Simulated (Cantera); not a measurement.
Cantera run:

```python
import numpy as np
import cantera as ct

gas_names = """
    CL CLO CL2 Mg MgCL MgCL2 MgN MgO Mg2 N NO NO2 NO3 N2 N2O O O2 O3
""".split()
cond_names = """
    Mg(cr) Mg(L) MgCL2(s) MgCL2(L) MgO(s) MgO(L)
""".split()


# ... load() reads the species with a 1 bar reference pressure and builds the phases ...
atoms = {
    'MgO': {'Mg': 1, 'O': 1},
    'Cl2': {'CL': 2},
    'N2': {'N': 2},
}
top_T = {}  # K; cautious upper limits of use, not melting points


# ... equilibrate(T, P, feed) seeds the gas with the atoms and calls Mixture.equilibrate('TP', solver="vcs", rtol=1e-11, max_steps=5000) ...
results = []
feed = {'MgO': 1, 'Cl2': 8.9, 'N2': 19}  # mol
for P in [1, 3.2, 10, 32, 100, 320, 1000, 3200, 10000, 32000, 100000]:
    for T in [1200, 1225, 1250, 1275, 1300, 1325, 1350, 1375, 1400, 1425, 1450]:
        mix = equilibrate(T, P, feed)
        results.append((T, P, feed, dict(zip(mix.species_names, mix.species_moles))))

for T, P, feed, n in results:
    print(f"{T:7g} {P:10.4g}  " + (" + ".join(c for c in cond_names if n.get(c, 0) > 1e-12) or "gas only"))
```

Output:

```
   1200          1  gas only
   1225          1  gas only
   1250          1  gas only
   1275          1  gas only
   1300          1  gas only
   1325          1  gas only
   1350          1  gas only
   1375          1  gas only
   1400          1  gas only
   1425          1  gas only
   1450          1  gas only
   1200        3.2  gas only
   1225        3.2  gas only
   1250        3.2  gas only
   1275        3.2  gas only
   1300        3.2  gas only
   1325        3.2  gas only
   1350        3.2  gas only
   1375        3.2  gas only
   1400        3.2  gas only
   1425        3.2  gas only
   1450        3.2  gas only
   1200         10  gas only
   1225         10  gas only
   1250         10  gas only
   1275         10  gas only
   1300         10  gas only
   1325         10  gas only
   1350         10  gas only
   1375         10  gas only
   1400         10  gas only
   1425         10  gas only
   1450         10  gas only
   1200         32  gas only
   1225         32  gas only
   1250         32  gas only
   1275         32  gas only
   1300         32  gas only
   1325         32  gas only
   1350         32  gas only
   1375         32  gas only
   1400         32  gas only
   1425         32  gas only
   1450         32  gas only
   1200        100  gas only
   1225        100  gas only
   1250        100  gas only
   1275        100  gas only
   1300        100  gas only
   1325        100  gas only
   1350        100  gas only
   1375        100  gas only
   1400        100  gas only
   1425        100  gas only
   1450        100  gas only
   1200        320  gas only
   1225        320  gas only
   1250        320  gas only
   1275        320  gas only
   1300        320  gas only
   1325        320  gas only
   1350        320  gas only
   1375        320  gas only
   1400        320  gas only
   1425        320  gas only
   1450        320  gas only
   1200       1000  gas only
   1225       1000  gas only
   1250       1000  gas only
   1275       1000  gas only
   1300       1000  gas only
   1325       1000  gas only
   1350       1000  gas only
   1375       1000  gas only
   1400       1000  gas only
   1425       1000  gas only
   1450       1000  gas only
   1200       3200  gas only
   1225       3200  gas only
   1250       3200  gas only
   1275       3200  gas only
   1300       3200  gas only
   1325       3200  gas only
   1350       3200  gas only
   1375       3200  gas only
   1400       3200  gas only
   1425       3200  gas only
   1450       3200  gas only
   1200      1e+04  MgO(s)
   1225      1e+04  MgO(s)
   1250      1e+04  gas only
   1275      1e+04  gas only
   1300      1e+04  gas only
   1325      1e+04  gas only
   1350      1e+04  gas only
   1375      1e+04  gas only
   1400      1e+04  gas only
   1425      1e+04  gas only
   1450      1e+04  gas only
   1200    3.2e+04  MgO(s)
   1225    3.2e+04  MgO(s)
   1250    3.2e+04  MgO(s)
   1275    3.2e+04  gas only
   1300    3.2e+04  gas only
   1325    3.2e+04  gas only
   1350    3.2e+04  gas only
   1375    3.2e+04  gas only
   1400    3.2e+04  gas only
   1425    3.2e+04  gas only
   1450    3.2e+04  gas only
   1200      1e+05  MgCL2(L) + MgO(s)
   1225      1e+05  MgCL2(L) + MgO(s)
   1250      1e+05  MgCL2(L) + MgO(s)
   1275      1e+05  MgCL2(L) + MgO(s)
   1300      1e+05  MgO(s)
   1325      1e+05  gas only
   1350      1e+05  gas only
   1375      1e+05  gas only
   1400      1e+05  gas only
   1425      1e+05  gas only
   1450      1e+05  gas only
```

Equilibrium computed with Cantera from the NASA thermochemical tables; the gas is ideal and each condensed phase is pure. Mutual solubility and eutectic melting of coexisting phases are not modelled.
